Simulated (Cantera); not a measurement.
What does this Cantera script print?

```python
import numpy as np
import cantera as ct

gas = ct.Solution("gri30.yaml")
gas.TPX = 973, 27000, {'H2': 1.3, 'O2': 1, 'N2': 3.6}
reactor = ct.IdealGasConstPressureReactor(gas, energy="off", clone=False)
net = ct.ReactorNet([reactor])
net.rtol, net.atol = 1e-08, 1e-18
show = ['H2', 'O2', 'H2O2', 'NO', 'OH', 'H', 'HO2']
times = np.geomspace(0.0008, 200, 15)

steps = ct.SolutionArray(gas, extra=["t"])
rows = []
print(f"{'t/s':>10s}{'T/K':>9s}{'P/Pa':>11s}" + "".join(f"{s:>11s}" for s in show))
for t in times:
    while net.time < t:
        t_next = net.step()
        steps.append(gas.state, t=t_next)
    rows.append([np.interp(t, steps.t, y) for y in (steps.T, steps.P, *steps(*show).X.T)])
    print(f"{t:10.3e}{rows[-1][0]:9.1f}{rows[-1][1]:11.4g}" + "".join(f"{x:11.3e}" for x in rows[-1][2:]))
rate = np.gradient(steps.T, steps.t)
print("integrator steps:", len(steps.t))
if steps.T.max() > steps.T[0] + 200:
    print(f"time of steepest temperature rise: {steps.t[rate.argmax()]:.4e} s")
gas.TPX = 973, 27000, {'H2': 1.3, 'O2': 1, 'N2': 3.6}
gas.equilibrate("TP")
print(f"equilibrium (TP): T = {gas.T:.1f} K  " + "  ".join(f"{s} {gas[s].X[0]:.3e}" for s in show))
```

It prints:

```
       t/s      T/K       P/Pa         H2         O2       H2O2         NO         OH          H        HO2
 8.000e-04    973.0    2.7e+04  1.219e-01  1.267e-01  2.050e-06  2.009e-07  1.843e-03  2.745e-02  4.718e-05
 1.944e-03    973.0    2.7e+04  7.658e-03  7.014e-02  3.249e-06  7.471e-07  1.508e-04  1.772e-04  3.547e-05
 4.723e-03    973.0    2.7e+04  3.932e-03  6.846e-02  5.023e-06  7.267e-07  3.033e-05  1.712e-05  2.766e-05
 1.148e-02    973.0    2.7e+04  2.684e-03  6.789e-02  1.004e-05  6.477e-07  7.399e-06  2.837e-06  2.234e-05
 2.788e-02    973.0    2.7e+04  2.062e-03  6.761e-02  1.582e-05  5.265e-07  3.071e-06  9.189e-07  1.817e-05
 6.775e-02    973.0    2.7e+04  1.384e-03  6.729e-02  1.476e-05  4.511e-07  2.283e-06  4.684e-07  1.451e-05
 1.646e-01    973.0    2.7e+04  7.024e-04  6.698e-02  7.763e-06  3.433e-07  1.530e-06  1.646e-07  9.447e-06
 4.000e-01    973.0    2.7e+04  2.607e-04  6.678e-02  2.052e-06  2.136e-07  8.390e-07  3.462e-08  4.556e-06
 9.719e-01    973.0    2.7e+04  8.242e-05  6.670e-02  3.033e-07  1.116e-07  3.641e-07  4.867e-09  1.704e-06
 2.362e+00    973.0    2.7e+04  2.578e-05  6.668e-02  3.753e-08  6.389e-08  1.518e-07  6.511e-10  5.841e-07
 5.738e+00    973.0    2.7e+04  7.471e-06  6.667e-02  4.307e-09  5.394e-08  7.181e-08  9.303e-11  1.840e-07
 1.394e+01    973.0    2.7e+04  1.560e-06  6.667e-02  3.959e-10  8.378e-08  4.128e-08  1.192e-11  4.336e-08
 3.388e+01    973.0    2.7e+04  1.628e-07  6.667e-02  4.137e-11  1.935e-07  2.476e-08  9.064e-13  7.263e-09
 8.231e+01    973.0    2.7e+04  5.650e-09  6.667e-02  1.426e-11  3.618e-07  2.174e-08  1.062e-13  2.465e-09
 2.000e+02    973.0    2.7e+04  6.430e-10  6.667e-02  1.172e-11  5.765e-07  3.384e-08  4.591e-14  1.202e-09
integrator steps: 2292
equilibrium (TP): T = 973.0 K  H2 7.102e-11  O2 6.666e-02  H2O2 6.559e-11  NO 1.219e-05  OH 1.099e-07  H 1.765e-14  HO2 2.866e-10
```

Cantera simulation using GRI-Mech 3.0 (53 species, 325 reactions); the numbers are that mechanism's predictions, not measurements. The temperature is held fixed by assumption; the heat of reaction is taken as removed at once.
